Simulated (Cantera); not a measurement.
# Premixed flame

A freely propagating, adiabatic, planar premixed flame of CO : H2 : O2 : N2 = 1 : 0.044 : 0.715 : 2.69 (molar parts), unburnt at 600 K and 10.0 bar; mixture-averaged transport, grid criteria slope 0.08 and curve 0.16, no radiation.

Computed with Cantera and GRI-Mech 3.0 (53 species, 325 reactions). The hydrogen kinetics of GRI-Mech 3.0 are dated; newer H2 mechanisms differ, most at raised pressure. Burning velocities carry a grid error of a few per cent, more on coarse grids.

```json
[
 {"z (mm)": "-0.296", "T (K)": "600", "u (m/s)": "0.462", "x CO": "0.225", "x H2": "0.00964", "x O2": "0.161", "x HO2": "1.44e-8", "x NO": "<1e-8", "x CO2": "4.82e-7"},
 {"z (mm)": "-0.198", "T (K)": "601", "u (m/s)": "0.462", "x CO": "0.225", "x H2": "0.00911", "x O2": "0.161", "x HO2": "2.38e-7", "x NO": "<1e-8", "x CO2": "1.16e-5"},
 {"z (mm)": "-0.148", "T (K)": "604", "u (m/s)": "0.464", "x CO": "0.225", "x H2": "0.00846", "x O2": "0.161", "x HO2": "1.10e-6", "x NO": "<1e-8", "x CO2": "6.76e-5"},
 {"z (mm)": "-0.0988", "T (K)": "624", "u (m/s)": "0.479", "x CO": "0.224", "x H2": "0.00707", "x O2": "0.160", "x HO2": "8.09e-6", "x NO": "6.36e-8", "x CO2": "0.000675"},
 {"z (mm)": "-0.0494", "T (K)": "813", "u (m/s)": "0.620", "x CO": "0.209", "x H2": "0.00422", "x O2": "0.153", "x HO2": "0.000114", "x NO": "1.58e-6", "x CO2": "0.0121"},
 {"z (mm)": "-0.0247", "T (K)": "1158", "u (m/s)": "0.868", "x CO": "0.176", "x H2": "0.00226", "x O2": "0.136", "x HO2": "0.000250", "x NO": "9.86e-6", "x CO2": "0.0460"},
 {"z (mm)": "0", "T (K)": "1579", "u (m/s)": "1.15", "x CO": "0.122", "x H2": "0.000676", "x O2": "0.107", "x HO2": "0.000102", "x NO": "2.63e-5", "x CO2": "0.108"},
 {"z (mm)": "0.0247", "T (K)": "1858", "u (m/s)": "1.32", "x CO": "0.0788", "x H2": "0.000301", "x O2": "0.0842", "x HO2": "4.73e-5", "x NO": "5.05e-5", "x CO2": "0.159"},
 {"z (mm)": "0.0494", "T (K)": "2016", "u (m/s)": "1.42", "x CO": "0.0557", "x H2": "0.000275", "x O2": "0.0729", "x HO2": "2.72e-5", "x NO": "7.76e-5", "x CO2": "0.187"},
 {"z (mm)": "0.0988", "T (K)": "2169", "u (m/s)": "1.51", "x CO": "0.0361", "x H2": "0.000223", "x O2": "0.0642", "x HO2": "1.26e-5", "x NO": "0.000129", "x CO2": "0.211"},
 {"z (mm)": "0.198", "T (K)": "2282", "u (m/s)": "1.57", "x CO": "0.0223", "x H2": "0.000144", "x O2": "0.0585", "x HO2": "5.51e-6", "x NO": "0.000215", "x CO2": "0.228"},
 {"z (mm)": "0.395", "T (K)": "2352", "u (m/s)": "1.61", "x CO": "0.0132", "x H2": "8.67e-5", "x O2": "0.0547", "x HO2": "3.00e-6", "x NO": "0.000345", "x CO2": "0.238"},
 {"z (mm)": "0.790", "T (K)": "2386", "u (m/s)": "1.63", "x CO": "0.00860", "x H2": "5.83e-5", "x O2": "0.0526", "x HO2": "2.29e-6", "x NO": "0.000535", "x CO2": "0.244"}
]
```
x: mole fraction of selected species; z is measured from the peak of heat release.

The laminar burning velocity is 46.2 cm/s and the thermal thickness is 0.0988 mm. The peak x(HO2) comes out as 0.000258. The grid points is 118.
